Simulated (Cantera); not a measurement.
A perfectly stirred reactor is fed with CH4 : CO : O2 : N2 = 1 : 0.06 : 1.45 : 5.45 (molar parts), equivalence ratio 1.4, at 180000 Pa; it is adiabatic with a 375 K inlet, and is followed from long to short residence time, starting on the burning branch (τ in s: 0.038, 0.013, 0.0047, 0.0017, 0.00059, 0.00021, 7.4e-05, 2.6e-05, 9.3e-06).

Model: GRI-Mech 3.0 (53 species, 325 reactions), integrated in Cantera.

Task: What does this change do: inlet temperature 375 to 700 K?

Result: 
| quantity | before | after |
|---|---|---|
| blow-out, bracketed by the residence times tried | burning at 0.590 ms, out at 0.210 ms | burning at 74.0 µs, out at 26.0 µs |
| x(CH4) at τ = 38.0 ms | 0.000557 | 3.53e-5 |
| x(CO) at τ = 38.0 ms | 0.0757 | 0.0793 |
| x(O2) at τ = 38.0 ms | 0.000254 | 9.92e-5 |
| x(H) at τ = 38.0 ms | 0.000677 | 0.00223 |
| x(CH2O) at τ = 38.0 ms | 5.22e-6 | 1.30e-6 |
| x(CH4) at τ = 0.590 ms | 0.00335 | 0.000387 |
| x(CO) at τ = 0.590 ms | 0.0748 | 0.0794 |
| x(O2) at τ = 0.590 ms | 0.00687 | 0.00182 |
| x(H) at τ = 0.590 ms | 0.00148 | 0.00551 |
| x(CH2O) at τ = 0.590 ms | 9.49e-5 | 2.72e-5 |
